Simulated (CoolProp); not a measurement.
Propyne at 293.15 K and 0.317 MPa is compressed adiabatically to 1.41 MPa with isentropic efficiency 0.75. Each further row changes one setting.

The numbers come from the reference Helmholtz-energy equation of state, Polt 1992 in CoolProp. This equation is an older, rougher fit.

| case | work (kJ/kg) | final temperature (K) | final density (kg/m³) |
|---|---|---|---|
| as stated | … | 379.0 | 20.3 |
| efficiency 1 | … | … | 21.6 |
| efficiency 0.65 | … | … | … |

Some entries are withheld; supply them.


- as stated, work (kJ/kg): 123
- efficiency 1, work (kJ/kg): 92.0
- efficiency 1, final temperature (K): 363.8
- efficiency 0.65, work (kJ/kg): 141
- efficiency 0.65, final temperature (K): 388.5
- efficiency 0.65, final density (kg/m³): 19.5
